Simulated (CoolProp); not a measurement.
Vapour-liquid equilibrium of nitrogen (1) + carbon monoxide (2) at 88.3 K; x and y are mole fractions of (1).

Computed with CoolProp (multi-fluid Helmholtz-energy mixture model, Span 2000 and Lemmon 2006; pair parameters Gernert 2013).

```csv
x,bubble pressure (bar),y at the bubble point,dew pressure at overall composition x (bar),liquid density (mol/L)
0.05,2.096,0.076,2.074,27.23
0.125,2.189,0.183,2.138,27.19
0.2,2.282,0.280,2.206,27.15
0.275,2.374,0.369,2.278,27.11
0.35,2.462,0.451,2.354,27.08
0.425,2.549,0.528,2.433,27.05
0.5,2.632,0.598,2.517,27.02
0.575,2.712,0.665,2.604,26.99
0.65,2.790,0.728,2.694,26.97
0.725,2.863,0.789,2.786,26.94
0.8,2.934,0.847,2.877,26.93
0.875,3.002,0.905,2.967,26.91
0.95,3.066,0.962,3.053,26.91
```

No azeotrope shows between x = 0.05 and 0.95.

The pair parameters rest on a limited set of measurements; away from them the model extrapolates.
